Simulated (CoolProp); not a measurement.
R404A at 293.15 K and 5.53 MPa flows at 2.4 m/s in a round tube of 6 mm bore and 0.25 µm roughness, fully developed (64/Re and Nu = 3.66 if laminar; Colebrook and Gnielinski if turbulent). Each further row changes one setting.

Computed with CoolProp (reference Helmholtz-energy equation of state, Lemmon 2003). It is a pseudo-pure fit of the blend.

| case | Reynolds number | Darcy friction factor | pressure drop (Pa/m) | heat-transfer coefficient (W/(m² K)) | mass flow (kg/h) |
|---|---|---|---|---|---|
| as stated | 105000 | 0.0180 | … | … | … |
| velocity 4.8 m/s | 209000 | 0.0158 | 33600 | … | … |
| diameter 12 mm | 209000 | 0.0157 | … | 4600 | … |

### Question
Some entries are withheld; supply them.

### Answer

- as stated, pressure drop (Pa/m): 9570
- as stated, heat-transfer coefficient (W/(m² K)): 5140
- as stated, mass flow (kg/h): 270
- velocity 4.8 m/s, heat-transfer coefficient (W/(m² K)): 9290
- velocity 4.8 m/s, mass flow (kg/h): 540
- diameter 12 mm, pressure drop (Pa/m): 4160
- diameter 12 mm, mass flow (kg/h): 1080

Viscosity comes from a separate model (Geller 2000). Thermal conductivity comes from a separate model (Geller 2001).
